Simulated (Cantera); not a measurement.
**Reactions in the system F-S**

Standard-state values (1 bar) from the NASA 1993 polynomials, evaluated with Cantera. Values are per mole of reaction as written; species without (g) are pure solids or liquids, kept so even where they would boil at 1 bar.

SF6(g) ⇌ S + 6 F(g)

| T (K) | ΔH° (kJ) | ΔS° (J/K) | ΔG° (kJ) | log10 K |
|---|---|---|---|---|
| 498 | 1709.3 | 725.4 | 1348.1 | -141.40 |
| 573 | 1712.3 | 731.0 | 1293.5 | -117.91 |
| 648 | 1714.5 | 734.6 | 1238.5 | -99.83 |
| 723 | 1716.0 | 736.8 | 1183.3 | -85.49 |
| 798 | 1717.2 | 738.4 | 1128.0 | -73.83 |
| 873 | 1718.3 | 739.7 | 1072.5 | -64.17 |
| 948 | 1719.5 | 741.0 | 1017.0 | -56.04 |
| 1023 | 1720.3 | 741.8 | 961.4 | -49.09 |

2 SF4(g) ⇌ S2(g) + 4 F2(g)

| T (K) | ΔH° (kJ) | ΔS° (J/K) | ΔG° (kJ) | log10 K |
|---|---|---|---|---|
| 498 | 1653.1 | 436.4 | 1435.8 | -150.60 |
| 573 | 1651.9 | 434.1 | 1403.2 | -127.91 |
| 648 | 1650.5 | 431.8 | 1370.7 | -110.49 |
| 723 | 1649.0 | 429.6 | 1338.4 | -96.69 |
| 798 | 1647.5 | 427.6 | 1306.3 | -85.50 |
| 873 | 1645.8 | 425.6 | 1274.3 | -76.24 |
| 948 | 1644.2 | 423.8 | 1242.4 | -68.46 |
| 1023 | 1642.5 | 422.1 | 1210.7 | -61.82 |

SF4(g) ⇌ 2 F2(g) + S

| T (K) | ΔH° (kJ) | ΔS° (J/K) | ΔG° (kJ) | log10 K |
|---|---|---|---|---|
| 498 | 767.5 | 148.7 | 693.4 | -72.73 |
| 573 | 768.5 | 150.7 | 682.2 | -62.18 |
| 648 | 769.1 | 151.6 | 670.8 | -54.07 |
| 723 | 769.3 | 152.0 | 659.4 | -47.64 |
| 798 | 769.5 | 152.2 | 648.0 | -42.42 |
| 873 | 769.7 | 152.5 | 636.6 | -38.09 |
| 948 | 770.0 | 152.8 | 625.1 | -34.44 |
| 1023 | 770.3 | 153.1 | 613.7 | -31.33 |

2 SF6(g) ⇌ 6 F2(g) + S2(g)

| T (K) | ΔH° (kJ) | ΔS° (J/K) | ΔG° (kJ) | log10 K |
|---|---|---|---|---|
| 498 | 2569.6 | 863.5 | 2139.6 | -224.42 |
| 573 | 2568.1 | 860.7 | 2074.9 | -189.15 |
| 648 | 2566.2 | 857.5 | 2010.5 | -162.06 |
| 723 | 2563.9 | 854.2 | 1946.3 | -140.61 |
| 798 | 2561.4 | 851.0 | 1882.4 | -123.21 |
| 873 | 2558.7 | 847.7 | 1818.7 | -108.82 |
| 948 | 2555.9 | 844.6 | 1755.2 | -96.71 |
| 1023 | 2552.9 | 841.6 | 1692.0 | -86.39 |
